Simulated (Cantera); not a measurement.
An isothermal, constant-pressure homogeneous reactor starts with NO : N2 = 1 : 6 (molar parts), at 2150 K and 0.570 bar.

Model: GRI-Mech 3.0 (53 species, 325 reactions), integrated in Cantera.

x: mole fraction; the columns are a selection and need not sum to one.

| t (s) | x NO | x N2 | x N2O | x NO2 | x O | x O2 |
|---|---|---|---|---|---|---|
| 2.00e-6 | 0.143 | 0.857 | 7.42e-8 | 2.26e-10 | 7.45e-8 | 1.80e-11 |
| 1.62e-5 | 0.143 | 0.857 | 5.86e-7 | 1.33e-8 | 6.06e-7 | 1.19e-9 |
| 0.000131 | 0.143 | 0.857 | ? | ? | ? | ? |
| 0.00106 | 0.143 | 0.857 | 1.04e-5 | 6.71e-6 | 5.82e-5 | 8.87e-6 |
| 0.00861 | 0.142 | 0.858 | 1.03e-5 | 1.85e-5 | 0.000163 | 0.000478 |
| 0.0697 | 0.132 | 0.863 | 8.77e-6 | 2.63e-5 | 0.000242 | 0.00535 |
| 0.565 | 0.0577 | 0.899 | 1.80e-6 | 2.69e-5 | 0.000545 | 0.0423 |
| 4.57 | 0.00696 | 0.925 | 3.16e-7 | 4.07e-6 | 0.000677 | 0.0676 |
| 37.0 | 0.00694 | 0.925 | 3.16e-7 | 4.05e-6 | 0.000677 | 0.0676 |
| 300 | 0.00694 | 0.925 | 3.16e-7 | 4.05e-6 | 0.000677 | 0.0676 |

Problem. What belongs in the gaps?

Solution. 
- 0.000131, x N2O: 3.92e-6
- 0.000131, x NO2: 4.58e-7
- 0.000131, x O: 5.38e-6
- 0.000131, x O2: 8.37e-8
